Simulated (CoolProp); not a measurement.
The fluid at 446.57 K and 14.9 MPa (liquid) is heated at constant pressure to 616.4 K. The same conditions are run with several fluids, on thermodynamics alone (safety and materials aside).

Model: reference Helmholtz-energy equation of state of each fluid (octamethylcyclotetrasiloxane (D4): Thol 2015; benzene: Thol 2012; methanol: de Reuck 1993), in CoolProp.

```csv
fluid,heat (kJ/kg),final density (kg/m³)
octamethylcyclotetrasiloxane (D4),(withheld),(withheld)
benzene,(withheld),(withheld)
methanol,(withheld),(withheld)
```

Task: Some entries are withheld; supply them.

Result: 
- octamethylcyclotetrasiloxane (D4), heat (kJ/kg): 356
- octamethylcyclotetrasiloxane (D4), final density (kg/m³): 659
- benzene, heat (kJ/kg): 422
- benzene, final density (kg/m³): 490
- methanol, heat (kJ/kg): 1070
- methanol, final density (kg/m³): 136
